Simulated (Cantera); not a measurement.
**Hydrocarbon pyrolysis for carbon deposition**

An isothermal, constant-pressure homogeneous reactor starts with 0.763 % C₂H₆, 99.2 % N₂, at 1000 K and 0.132 atm.

Computed with Cantera and GRI-Mech 3.0 (53 species, 325 reactions). GRI-Mech 3.0 stops at C3 and has no aromatics, soot or wall deposition, so with more carbon than oxygen in the feed, carbon stays in small species such as C2H2 where larger ones or solid carbon would form.

```csv
t (s),x C₂H₆,x CH₄,x C₂H₂,x HCN,x CH₂
2.00e-6,0.00763,<1e-12,<1e-12,<1e-12,<1e-12
1.38e-5,0.00763,<1e-12,<1e-12,<1e-12,<1e-12
9.46e-5,0.00763,2.32e-12,<1e-12,<1e-12,<1e-12
0.000650,0.00763,1.08e-10,<1e-12,<1e-12,<1e-12
0.00447,0.00763,4.72e-9,<1e-12,<1e-12,<1e-12
0.0308,0.00763,1.41e-7,4.83e-11,<1e-12,<1e-12
0.211,0.00749,3.55e-6,1.17e-7,<1e-12,1.49e-12
1.45,0.00625,4.04e-5,1.18e-5,<1e-12,1.50e-12
10.0,0.00143,0.000241,0.000402,<1e-12,<1e-12
```
x: mole fraction; the columns are a selection and need not sum to one.

Equilibrium at this temperature and pressure: C₂H₆ 8.35e-7, CH₄ 0.00553, C₂H₂ 0.000818, HCN 0.00723, CH₂ <1e-12 (gas phase only).
